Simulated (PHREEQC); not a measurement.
A solution holds 15 mmol/kgw ZnSO4, 0.62 mmol/kgw CaCl2, 23 mmol/kgw HCl and 1.1 mmol/kgw Na2SO4, at 25 °C. Closed to the air; pH follows from the charge balance.

Model: ion-association model, wateq4f.dat, run in PHREEQC.

Precipitation was switched off in this run.

Q: What pH, ionic strength does the model give?

A: pH 1.83; ionic strength 0.0617 mol/kgw.

Q: In which forms is Ca present?

A: Ca+2 78 %, CaSO4 20 %, CaHSO4+ 2.2 % of the Ca.
